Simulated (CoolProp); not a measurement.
The fluid at 293.15 K and 0.0455 MPa is throttled through a valve to 0.00604 MPa with no heat exchange. The same conditions are run with several fluids, on thermodynamics alone (safety and materials aside).

Computed with CoolProp (reference Helmholtz-energy equation of state of each fluid (R134a: Tillner-Roth 1994; R13: Platzer 1990; C2F6 (R116): Lemmon 2006; oxygen: Schmidt 1985; normal hydrogen: Leachman 2009)). The equations of Platzer and Polt are older, rougher fits.

```csv
fluid,temperature change (K),final density (kg/m³)
R134a,…,…
R13,…,…
C2F6 (R116),-0.3,…
oxygen,…,…
normal hydrogen,+0.0,0.00500
```

### Question
Fill in the missing entries.

### Answer

- R134a, temperature change (K): -0.9
- R134a, final density (kg/m³): 0.254
- R13, temperature change (K): -0.5
- R13, final density (kg/m³): 0.259
- C2F6 (R116), final density (kg/m³): 0.343
- oxygen, temperature change (K): -0.1
- oxygen, final density (kg/m³): 0.0793
